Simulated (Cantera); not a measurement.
**Ammonia decomposition in nitride growth gas**

An isothermal, constant-pressure homogeneous reactor starts with 51.2 % NH3, 48.6 % N2, 0.148 % H2, at 2225 K and 16.5 Torr.

Detailed kinetics in Cantera: the gas-phase N/H chemistry of the illustrative SiF4/NH3 mechanism in the Surface Chemkin manual (1991). Walls and surfaces, which speed up NH3 decomposition in real reactors, are not modelled.

```json
[
 {"t (s)": "5.00e-6", "x NH3": "0.512", "x N2H2": "5.57e-12", "x NH": "1.46e-10", "x N2H4": "<1e-12", "x NH2": "8.38e-6"},
 {"t (s)": "1.61e-5", "x NH3": "0.512", "x N2H2": "2.14e-10", "x NH": "2.63e-9", "x N2H4": "1.74e-12", "x NH2": "3.18e-5"},
 {"t (s)": "5.15e-5", "x NH3": "0.512", "x N2H2": "4.83e-9", "x NH": "3.77e-8", "x N2H4": "2.23e-11", "x NH2": "0.000108"},
 {"t (s)": "0.000165", "x NH3": "0.512", "x N2H2": "7.34e-8", "x NH": "5.73e-7", "x N2H4": "2.43e-10", "x NH2": "0.000351"},
 {"t (s)": "0.000531", "x NH3": "0.511", "x N2H2": "1.07e-6", "x NH": "6.64e-6", "x N2H4": "2.44e-9", "x NH2": "0.00111"},
 {"t (s)": "0.00171", "x NH3": "0.506", "x N2H2": "8.87e-6", "x NH": "2.91e-5", "x N2H4": "1.58e-8", "x NH2": "0.00282"},
 {"t (s)": "0.00548", "x NH3": "0.489", "x N2H2": "1.35e-5", "x NH": "4.63e-5", "x N2H4": "2.03e-8", "x NH2": "0.00320"},
 {"t (s)": "0.0176", "x NH3": "0.437", "x N2H2": "1.14e-5", "x NH": "5.78e-5", "x N2H4": "1.36e-8", "x NH2": "0.00261"},
 {"t (s)": "0.0565", "x NH3": "0.311", "x N2H2": "7.13e-6", "x NH": "6.24e-5", "x N2H4": "6.85e-9", "x NH2": "0.00186"},
 {"t (s)": "0.181", "x NH3": "0.123", "x N2H2": "2.24e-6", "x NH": "4.85e-5", "x N2H4": "1.69e-9", "x NH2": "0.000923"},
 {"t (s)": "0.582", "x NH3": "0.0107", "x N2H2": "1.42e-7", "x NH": "2.06e-5", "x N2H4": "5.77e-11", "x NH2": "0.000170"},
 {"t (s)": "1.87", "x NH3": "4.32e-6", "x N2H2": "6.08e-12", "x NH": "4.92e-7", "x N2H4": "<1e-12", "x NH2": "5.24e-7"},
 {"t (s)": "6.00", "x NH3": "1.16e-7", "x N2H2": "<1e-12", "x NH": "3.44e-8", "x N2H4": "<1e-12", "x NH2": "2.27e-8"}
]
```
x: mole fraction; the columns are a selection and need not sum to one.

Equilibrium at this temperature and pressure: NH3 7.45e-8, N2H2 <1e-12, NH 2.23e-8, N2H4 <1e-12, NH2 1.46e-8 (gas phase only).
